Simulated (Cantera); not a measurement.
An isothermal plug-flow reactor at 725 K and 150000 Pa (inlet), inlet velocity 0.1 m/s, active area per volume 110 1/m; feed CO : O2 : N2 = 0.024 : 0.038 : 0.79 (molar parts).

Detailed kinetics in Cantera: Deutschmann's 1995 Pt surface mechanism with GRI-Mech 3.0 gas chemistry. Catalytic surfaces can have several steady states; this one follows from the mechanism file's or the stated starting coverage. Mass transfer to the wall is taken as infinitely fast.

Q: What does this change do: inlet velocity 0.1 to 0.36 m/s?

A: 
```
quantity                 before    after
----------------------  -------  -------
x(CO) at z = 0.045 m    3.43e-5   0.0114
x(O2) at z = 0.045 m     0.0310   0.0365
x(H2O) at z = 0.045 m    <1e-12   <1e-12
x(CO2) at z = 0.045 m    0.0285   0.0170
θ(free Pt) at the exit   0.0173   0.0557
θ(O*) at the exit         0.983  0.00723
```

Q: What does this change do: O2 0.038 to 0.015 parts?

A: 
```csv
quantity,before,after
x(CO) at z = 0.045 m,3.43e-5,0.0101
x(O2) at z = 0.045 m,0.0310,0.00872
x(H2O) at z = 0.045 m,<1e-12,<1e-12
x(CO2) at z = 0.045 m,0.0285,0.0191
θ(free Pt) at the exit,0.0173,0.0550
θ(O*) at the exit,0.983,0.00168
```
